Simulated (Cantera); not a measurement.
# MgO + C + H2 (carbothermic reduction)

Feed: 1 mol MgO, 5.1 mol C, 0.39 mol H2.

Cantera equilibrium calculation (NASA polynomials, part measured and part estimated; ideal gas, pure solids and liquids). Candidate condensed phases: C, C6H6, C7H8, C8H18, H2O, Mg, MgCO3, MgO, Mg(OH)2; 116 gas species. Kinetics and transport are ignored.

Map the stable condensed phases over T = 575, 650, 725, 800, 875, 950, 1025, 1100, 1175, 1250, 1325, 1400, 1475 °C and P in Pa = 10, 68, 460, 3200, 22000, 150000, 1000000.


```
T in °C \ P in Pa
              10      68     460    3200   22000  150000 1000000
   1475        A       A       A       A       B       B       B
   1400        A       A       A       B       B       B       B
   1325        A       A       A       B       B       B       B
   1250        A       A       B       B       B       B       B
   1175        A       A       B       B       B       B       B
   1100        A       B       B       B       B       B       B
   1025        B       B       B       B       B       B       B
    950        B       B       B       B       B       B       B
    875        B       B       B       B       B       B       B
    800        B       B       B       B       B       B       B
    725        B       B       B       B       B       B       B
    650        B       B       B       B       B       B       B
    575        B       B       B       B       B       B       B
```
A: C; B: C + MgO.
